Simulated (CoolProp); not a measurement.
Vapour-liquid equilibrium of m-xylene (1) + o-xylene (2) at 338.6 K; x and y are mole fractions of (1).

Values from CoolProp's multi-fluid Helmholtz-energy mixture model, Zhou 2012 and Zhou 2012; pair parameters Bell 2016.

| x | bubble pressure, mixture model (MPa) | bubble pressure, Raoult's law (MPa) | y, mixture model | y, Raoult's law |
|---|---|---|---|---|
| 0.05 | 0.007009 | 0.007016 | 0.059 | 0.060 |
| 0.2 | 0.007215 | 0.007229 | 0.231 | 0.231 |
| 0.35 | 0.007435 | 0.007442 | 0.395 | 0.393 |
| 0.5 | 0.007659 | 0.007654 | 0.548 | 0.546 |
| 0.65 | 0.007881 | 0.007867 | 0.692 | 0.691 |
| 0.8 | 0.008096 | 0.008080 | 0.828 | 0.828 |
| 0.95 | 0.008299 | 0.008293 | 0.957 | 0.958 |

The largest gap from Raoult's law is +0.2 % in bubble pressure, at x = 0.8. No azeotrope shows between x = 0.05 and 0.95.

The pair parameters rest on a limited set of measurements; away from them the model extrapolates.
